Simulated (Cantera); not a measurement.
**Equilibrium for tantalum, niobium, vanadium and zirconium in process gases: V + NH3 + N2**

Charge: 1 mol V, 7.5 mol NH3, 36 mol N2, held at 1950 K and 0.00150 bar.

Equilibrium computed with Cantera from the NASA thermochemical tables; the gas is ideal and each condensed phase is pure. Candidate condensed phases: V, VN; 11 gas species. VN: taken at fixed stoichiometry. Condensed phases not in the tables: V2N. The numbers say what is thermodynamically allowed, not how fast it happens.

The x(N2) is 0.771 and the x(H2) comes out as 0.214. The x(H) is 0.0137 and the x(V) is 0.000669. The n(VN(s)) is 0.966 mol and the gas amount is 50.90 mol. The log10 activity of V(s) (absent) is -0.02.
